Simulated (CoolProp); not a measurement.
Properties of R410A at several states.

Computed with CoolProp (reference Helmholtz-energy equation of state, Lemmon 2003). It is a pseudo-pure fit of the blend.

| T (K) | p (kPa) | phase | cv (kJ/(kg K)) | speed of sound (m/s) | isothermal compressibility (1/MPa) |
|---|---|---|---|---|---|
| 226.3 | 2780 | liquid | ? | 816.8 | 0.001786 |
| 266.5 | 13000 | liquid | ? | 703.4 | 0.002614 |
| 268.6 | 1120 | liquid | 0.8804 | ? | 0.004063 |
| 393.5 | 2250 | gas | 0.8819 | ? | 0.5015 |
| 282.6 | 322 | gas | ? | 187.8 | 3.286 |

Task: Complete the blanks.

Result: 
- 226.3, cv (kJ/(kg K)): 0.8546
- 266.5, cv (kJ/(kg K)): 0.8706
- 268.6, speed of sound (m/s): 591.7
- 393.5, speed of sound (m/s): 209.2
- 282.6, cv (kJ/(kg K)): 0.7071
